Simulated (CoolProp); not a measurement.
A simple Rankine cycle with R236EA: condensing at 320.15 K, boiler at 2.28 MPa, turbine inlet 406.2 K, turbine efficiency 0.8, pump efficiency 0.7, no recuperator. Each further row changes one setting.

The numbers come from the reference Helmholtz-energy equation of state, Rui 2013 in CoolProp.

| case | thermal efficiency (%) | net work (kJ/kg) | heat in (kJ/kg) | turbine exit temperature (K) | volume ratio over the turbine |
|---|---|---|---|---|---|
| as stated | (withheld) | 21.3 | 203 | 359.9 | 6.52 |
| condensing temperature 312.15 K | 11.6 | 24.7 | (withheld) | 355.1 | (withheld) |
| boiler pressure 1.6 MPa | 8.7 | 18.7 | (withheld) | 373.7 | 4.12 |
| turbine efficiency 0.7 | 9.1 | 18.4 | 203 | (withheld) | (withheld) |

### Question
What belongs in the gaps?

### Answer

- as stated, thermal efficiency (%): 10.5
- condensing temperature 312.15 K, heat in (kJ/kg): 213
- condensing temperature 312.15 K, volume ratio over the turbine: 8.33
- boiler pressure 1.6 MPa, heat in (kJ/kg): 214
- turbine efficiency 0.7, turbine exit temperature (K): 362.8
- turbine efficiency 0.7, volume ratio over the turbine: 6.59
